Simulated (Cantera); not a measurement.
Feed: 1 mol MgO, 0.034 mol HI, a varied amount of O₂, held at 1100 K and 0.133 bar.

Cantera equilibrium calculation (NASA polynomials, part measured and part estimated; ideal gas, pure solids and liquids). Candidate condensed phases: H₂O, I₂, Mg, MgI₂, MgO, Mg(OH)₂; 20 gas species. Equilibrium is a limit: real reactors are often held back by kinetics, nucleation or transport.

Question: At 0.29 mol O₂, list the 5 most abundant gas species with their mole fractions, and the condensed phases.

Answer: O₂ 0.868, I 0.0554, H₂O 0.0524, I₂ 0.0247, HI 1.12e-5. Condensed: MgO(s).
